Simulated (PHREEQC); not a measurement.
Solution (25 °C): 0.21 mol HBr, 0.00022 mol ZnSO4 and 0.0036 mol KCl per kg of water. Closed to the air; pH follows from the charge balance.

Equilibrium calculation in PHREEQC: ion-association model, phreeqc.dat.

pH: 0.78
ionic strength: 0.214 mol/kgw
activity of water: 0.993
specific conductance: 70300 µS/cm
density: 1.009 g/cm³
total alkalinity: -210 meq/kg

```
species  molality  activity   log γ
-------  --------  --------  ------
Br-         0.210     0.145  -0.162
H+          0.210     0.167  -0.100
K+        0.00360   0.00254  -0.151
Cl-       0.00360   0.00256  -0.148
Zn+2     0.000216   6.28e-5  -0.536
HSO4-    0.000189  0.000141  -0.129
SO4-2     3.04e-5   8.68e-6  -0.545
ZnBr+     3.21e-6   2.39e-6  -0.129
ZnCl+     6.06e-7   4.32e-7  -0.147
KSO4-     2.09e-7   1.55e-7  -0.130
```

Precipitation was switched off in this run.
